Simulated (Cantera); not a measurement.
Cantera run, input and output.

```python
import numpy as np
import cantera as ct

gas = ct.Solution("gri30.yaml")
gas.TPX = 1350, 1333, {'N2O': 1, 'H2': 0.003, 'N2': 1.8}
reactor = ct.IdealGasConstPressureReactor(gas, energy="off", clone=False)
net = ct.ReactorNet([reactor])
net.rtol, net.atol = 1e-08, 1e-18
show = ['N2O', 'H2', 'NO', 'HO2', 'O2']
times = np.geomspace(0.0008, 10, 13)

steps = ct.SolutionArray(gas, extra=["t"])
rows = []
print(f"{'t/s':>10s}{'T/K':>9s}{'P/Pa':>11s}" + "".join(f"{s:>11s}" for s in show))
for t in times:
    while net.time < t:
        t_next = net.step()
        steps.append(gas.state, t=t_next)
    rows.append([np.interp(t, steps.t, y) for y in (steps.T, steps.P, *steps(*show).X.T)])
    print(f"{t:10.3e}{rows[-1][0]:9.1f}{rows[-1][1]:11.4g}" + "".join(f"{x:11.3e}" for x in rows[-1][2:]))
rate = np.gradient(steps.T, steps.t)
print("integrator steps:", len(steps.t))
if steps.T.max() > steps.T[0] + 200:
    print(f"time of steepest temperature rise: {steps.t[rate.argmax()]:.4e} s")
gas.TPX = 1350, 1333, {'N2O': 1, 'H2': 0.003, 'N2': 1.8}
gas.equilibrate("TP")
print(f"equilibrium (TP): T = {gas.T:.1f} K  " + "  ".join(f"{s} {gas[s].X[0]:.3e}" for s in show))
```

Result:

```
       t/s      T/K       P/Pa        N2O         H2         NO        HO2         O2
 8.000e-04   1350.0       1333  3.567e-01  1.070e-03  1.848e-06  9.149e-09  4.385e-06
 1.756e-03   1350.0       1333  3.567e-01  1.067e-03  6.411e-06  7.645e-08  1.516e-05
 3.854e-03   1350.0       1333  3.566e-01  1.058e-03  1.837e-05  4.925e-07  4.323e-05
 8.459e-03   1350.0       1333  3.564e-01  1.022e-03  4.569e-05  2.194e-06  1.072e-04
 1.857e-02   1350.0       1333  3.558e-01  9.006e-04  1.055e-04  5.166e-06  2.534e-04
 4.075e-02   1350.0       1333  3.546e-01  6.312e-04  2.336e-04  5.498e-06  5.907e-04
 8.944e-02   1350.0       1333  3.522e-01  3.055e-04  5.080e-04  3.768e-06  1.337e-03
 1.963e-01   1350.0       1333  3.474e-01  8.986e-05  1.114e-03  1.808e-06  2.949e-03
 4.309e-01   1350.0       1333  3.376e-01  1.247e-05  2.459e-03  6.923e-07  6.388e-03
 9.457e-01   1350.0       1333  3.174e-01  3.210e-07  5.298e-03  3.036e-07  1.354e-02
 2.076e+00   1350.0       1333  2.777e-01  2.458e-08  1.087e-02  1.405e-07  2.761e-02
 4.556e+00   1350.0       1333  2.087e-01  2.622e-08  2.052e-02  5.789e-08  5.210e-02
 1.000e+01   1350.0       1333  1.142e-01  3.155e-08  3.365e-02  1.975e-08  8.564e-02
integrator steps: 1460
equilibrium (TP): T = 1350.0 K  N2O 3.713e-09  H2 4.154e-09  NO 4.785e-04  HO2 1.492e-09  O2 1.508e-01
```

Detailed kinetics in Cantera: GRI-Mech 3.0 (53 species, 325 reactions). GRI-Mech 3.0 was tuned for natural gas; its chemistry of N2O as a main component is partial and can be far from experiment. Radical loss at walls, strong at low pressure, is not modelled. The mechanism lacks the step 2 NO + O2 → 2 NO2, which can matter for NO2 below about 1400 K. The temperature is held fixed by assumption; the heat of reaction is taken as removed at once.
